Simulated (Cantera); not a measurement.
Adiabatic ignition

An adiabatic, constant-pressure homogeneous reactor starts with 2.69 % CH4, 0.780 % C2H6, 1.05 % C3H8, 19.4 % O2, 72.9 % N2, 3.23 % H2, at 1025 K and 5.00 bar.

Model: GRI-Mech 3.0 (53 species, 325 reactions), integrated in Cantera. GRI-Mech 3.0 was tuned for natural gas; its chemistry of propane as a main component is partial and can be far from experiment.

```json
[
 {"t (s)": "2.00e-6", "T (K)": "1025", "x CH4": "0.0269", "x C2H6": "0.00780", "x C3H8": "0.0105", "x CO2": "<1e-12", "x H2O": "2.05e-11"},
 {"t (s)": "6.21e-6", "T (K)": "1025", "x CH4": "0.0269", "x C2H6": "0.00780", "x C3H8": "0.0105", "x CO2": "<1e-12", "x H2O": "1.03e-10"},
 {"t (s)": "1.93e-5", "T (K)": "1025", "x CH4": "0.0269", "x C2H6": "0.00780", "x C3H8": "0.0105", "x CO2": "<1e-12", "x H2O": "6.04e-10"},
 {"t (s)": "5.99e-5", "T (K)": "1025", "x CH4": "0.0269", "x C2H6": "0.00780", "x C3H8": "0.0105", "x CO2": "<1e-12", "x H2O": "3.96e-9"},
 {"t (s)": "0.000186", "T (K)": "1025", "x CH4": "0.0269", "x C2H6": "0.00780", "x C3H8": "0.0105", "x CO2": "<1e-12", "x H2O": "2.44e-8"},
 {"t (s)": "0.000578", "T (K)": "1025", "x CH4": "0.0269", "x C2H6": "0.00780", "x C3H8": "0.0105", "x CO2": "<1e-12", "x H2O": "1.68e-7"},
 {"t (s)": "0.00179", "T (K)": "1025", "x CH4": "0.0269", "x C2H6": "0.00780", "x C3H8": "0.0105", "x CO2": "1.28e-11", "x H2O": "2.97e-6"},
 {"t (s)": "0.00557", "T (K)": "1027", "x CH4": "0.0269", "x C2H6": "0.00764", "x C3H8": "0.0102", "x CO2": "4.32e-8", "x H2O": "0.000426"},
 {"t (s)": "0.0173", "T (K)": "2498", "x CH4": "<1e-12", "x C2H6": "<1e-12", "x C3H8": "<1e-12", "x CO2": "0.0681", "x H2O": "0.145"},
 {"t (s)": "0.0537", "T (K)": "2495", "x CH4": "<1e-12", "x C2H6": "<1e-12", "x C3H8": "<1e-12", "x CO2": "0.0681", "x H2O": "0.145"},
 {"t (s)": "0.167", "T (K)": "2495", "x CH4": "<1e-12", "x C2H6": "<1e-12", "x C3H8": "<1e-12", "x CO2": "0.0681", "x H2O": "0.145"},
 {"t (s)": "0.518", "T (K)": "2495", "x CH4": "<1e-12", "x C2H6": "<1e-12", "x C3H8": "<1e-12", "x CO2": "0.0681", "x H2O": "0.145"},
 {"t (s)": "1.61", "T (K)": "2495", "x CH4": "<1e-12", "x C2H6": "<1e-12", "x C3H8": "<1e-12", "x CO2": "0.0681", "x H2O": "0.145"},
 {"t (s)": "5.00", "T (K)": "2495", "x CH4": "<1e-12", "x C2H6": "<1e-12", "x C3H8": "<1e-12", "x CO2": "0.0681", "x H2O": "0.145"}
]
```
x: mole fraction; the columns are a selection and need not sum to one.

```
Quantity                                                           Value
---------------------------------  -------------------------------------
time of steepest temperature rise                                10.0 ms
temperature at 5.00 s                                             2495 K
equilibrium temperature                                           2495 K
x(CH4) at 5.00 s                   <1e-12 (gas-phase equilibrium <1e-12)
x(C2H6) at 5.00 s                  <1e-12 (gas-phase equilibrium <1e-12)
x(C3H8) at 5.00 s                  <1e-12 (gas-phase equilibrium <1e-12)
```
